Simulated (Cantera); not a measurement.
What does this Cantera script print?

```python
import numpy as np
import cantera as ct

gas_names = """
    C CH CH2 CH3 CH4 C2 C2H C2H2,acetylene C2H2,vinylidene C2H3,vinyl C2H4 C2H5 C2H6 C3 C3H3,propargyl
    C3H4,allene C3H4,propyne C3H4,cyclo- C3H5,allyl C3H6,propylene C3H6,cyclo- C3H7,n-propyl
    C3H7,i-propyl C3H8 C4 C4H2 C4H4,1,3-cyclo- C4H6,butadiene C4H6,2-butyne C4H6,cyclo- C4H8,1-butene
    C4H8,cis2-buten C4H8,tr2-butene C4H8,isobutene C4H8,cyclo- C4H9,n-butyl C4H9,i-butyl C4H9,s-butyl
    C4H9,t-butyl C4H10,isobutane C4H10,n-butane C5 C5H6,1,3cyclo- C5H8,cyclo- C5H10,1-pentene
    C5H10,cyclo- C5H11,pentyl C5H11,t-pentyl C5H12,n-pentane C5H12,i-pentane CH3C(CH3)2CH3 C6H2
    C6H5,phenyl C6H6 C6H10,cyclo- C6H12,1-hexene C6H12,cyclo- C6H13,n-hexyl C7H7,benzyl C7H8
    C7H14,1-heptene C7H15,n-heptyl C7H16,n-heptane C8H8,styrene C8H10,ethylbenz C8H16,1-octene
    C8H17,n-octyl C8H18,isooctane C8H18,n-octane C9H19,n-nonyl C10H8,naphthale C10H21,n-decyl
    C12H9,o-bipheny C12H10,bipheny H H2 Si SiC SiC2 SiC4H12 SiH SiH2 SiH3 SiH4 Si2 Si2C Si3
""".split()
cond_names = """
    C(gr) C6H6(L) C7H8(L) C8H18(L),n-octa Si(cr) Si(L) SiC(b)
""".split()


def load(file, names, dense=False):
    # The tables refer to 1 bar. Condensed volumes are neglected.
    table = {s.name: s for s in ct.Species.list_from_file(file)}
    out = []
    for n in names:
        d = dict(table[n].input_data)
        d["thermo"] = dict(d["thermo"], **{"reference-pressure": 1e5})
        if dense:
            d["equation-of-state"] = {"model": "constant-volume", "density": "1e6 g/cm^3"}
        out.append(ct.Species.from_dict(d))
    return out


gas = ct.Solution(thermo="ideal-gas", species=load("nasa_gas.yaml", gas_names))
cond = {s.name: ct.Solution(thermo="fixed-stoichiometry", species=[s], name=s.name)
        for s in load("nasa_condensed.yaml", cond_names, dense=True)}
atoms = {
    'SiH4': {'Si': 1, 'H': 4},
    'CH4': {'C': 1, 'H': 4},
    'H2': {'H': 2},
}
top_T = {'C(gr)': 4500, 'SiC(b)': 3050}  # K; cautious upper limits of use, not melting points


def equilibrate(T, P, feed):
    n = {}
    for name, mol in feed.items():
        for a, k in atoms[name].items():
            n[a] = n.get(a, 0.0) + k * mol
    gas.TPX = T, P, n
    mass = sum(n.values()) * gas.mean_molecular_weight
    gas.equilibrate("TP")
    valid = [c for c in cond.values() if c.min_temp <= T <= top_T.get(c.name, c.max_temp)]
    mix = ct.Mixture([(gas, mass / gas.mean_molecular_weight)] + [(c, 0.0) for c in valid])
    mix.T, mix.P = T, P
    mix.equilibrate("TP", solver="vcs", rtol=1e-11, max_steps=5000)
    return mix


results = []
feed = {'SiH4': 1, 'CH4': 1, 'H2': 1200}  # mol
T = 2125  # K
P = 13332.2  # Pa
mix = equilibrate(T, P, feed)
results.append((T, P, feed, dict(zip(mix.species_names, mix.species_moles))))
x = sorted(zip(gas.X, gas.species_names), reverse=True)
print(f"T = {T:g} K  P = {P:g} Pa  gas = {mix.phase_moles(0):.4g} mol")
print("   x: " + "  ".join(f"{s} {v:.3e}" for v, s in x if v > 0.0001))
print("   condensed (mol): " + ("  ".join(f"{mix.phase(i).name} {mix.phase_moles(i):.4g}"
      for i in range(1, mix.n_phases) if mix.phase_moles(i) > 1e-12) or "none"))
```

Result:

```
T = 2125 K  P = 13332.2 Pa  gas = 1210 mol
   x: H2 9.894e-01  H 9.893e-03  Si 3.117e-04  C2H2,acetylene 2.075e-04
   condensed (mol): SiC(b) 0.4527
```

These are equilibrium values from Cantera (NASA tables, ideal gas, pure condensed phases), not measurements of a reactor. Gases not in the tables: Si2H6 and higher silanes.
